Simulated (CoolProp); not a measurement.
Computed with CoolProp (reference Helmholtz-energy equation of state, Lemmon 2006). It is a short technical equation, of lower accuracy than the large ones.

Question: For C3F8 (R218), give the phase and the density (kg/m³), cv (kJ/(kg K)), isothermal compressibility (1/MPa), viscosity (µPa s) at -79.65 °C and 4.4 bar; -79.65 °C and 5.28 bar; -79.65 °C and 8.8 bar.

Answer: 
- -79.65 °C and 4.4 bar: liquid; density 1770, cv 0.608, isothermal compressibility 0.00154, viscosity 991
- -79.65 °C and 5.28 bar: liquid; density 1770, cv 0.608, isothermal compressibility 0.00153, viscosity 993
- -79.65 °C and 8.8 bar: liquid; density 1770, cv 0.608, isothermal compressibility 0.00152, viscosity 999

Viscosity comes from a separate model (Huber 2003), an estimate that may be off by 10 % or more.
